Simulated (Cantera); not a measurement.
Cantera run:

```python
import numpy as np
import cantera as ct

gas_names = """
    Hg N N2
""".split()
cond_names = """
    Hg(cr) Hg(L)
""".split()


# ... load() reads the species with a 1 bar reference pressure and builds the phases ...
atoms = {
    'Hg': {'Hg': 1},
    'N2': {'N': 2},
}
top_T = {}  # K; cautious upper limits of use, not melting points


# ... equilibrate(T, P, feed) seeds the gas with the atoms and calls Mixture.equilibrate('TP', solver="vcs", rtol=1e-11, max_steps=5000) ...
results = []
feed = {'Hg': 1, 'N2': 0.15}  # mol
P = 180000  # Pa
for T in [550, 650, 750, 850, 950, 1050, 1150, 1250]:
    mix = equilibrate(T, P, feed)
    results.append((T, P, feed, dict(zip(mix.species_names, mix.species_moles))))

top = {s: max(r[3][s] / sum(r[3][g] for g in gas_names) for r in results) for s in gas_names}
cols = sorted((s for s in top if top[s] > 0.001), key=lambda s: -top[s])[:5]
seen = [c for c in cond_names if any(r[3].get(c, 0) > 1e-12 for r in results)]
print("log10 of partial pressures in bar; condensed amounts in mol")
print(f"{'T/K':>10s}" + "".join(f"{s[:9]:>10s}" for s in cols + seen))
for T, P, feed, n in results:
    ng = sum(n[g] for g in gas_names)
    print(f"{T:10.4g}" + "".join(f"{np.log10(max(n[s] / ng * P / 1e5, 1e-99)):10.3f}" for s in cols)
          + "".join(f"{n.get(c, 0):10.4g}" for c in seen))
```

It prints:

```
log10 of partial pressures in bar; condensed amounts in mol
       T/K        N2        Hg     Hg(L)
       550     0.206    -0.716    0.9821
       650    -0.420     0.152    0.4403
       750    -0.629     0.195         0
       850    -0.629     0.195         0
       950    -0.629     0.195         0
      1050    -0.629     0.195         0
      1150    -0.629     0.195         0
      1250    -0.629     0.195         0
```

Equilibrium computed with Cantera from the NASA thermochemical tables; the gas is ideal and each condensed phase is pure.
